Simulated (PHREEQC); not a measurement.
**Nickel, zinc or cadmium bath**

Make-up at 25 °C: 63 mmol/kgw ZnSO4 and 0.14 mmol/kgw NaCl. It is in equilibrium with CO2 at log p = -3.4 (atm). Otherwise closed; pH follows from the charge balance.

Equilibrium calculation in PHREEQC: ion-association model, phreeqc.dat.

No solid was allowed to form.

Problem. Predict the pH.

Solution. pH 5.42.

Problem. In which forms is C present?

Solution. CO2 72 %, ZnHCO3+ 16 %, HCO3- 11 % of the C.
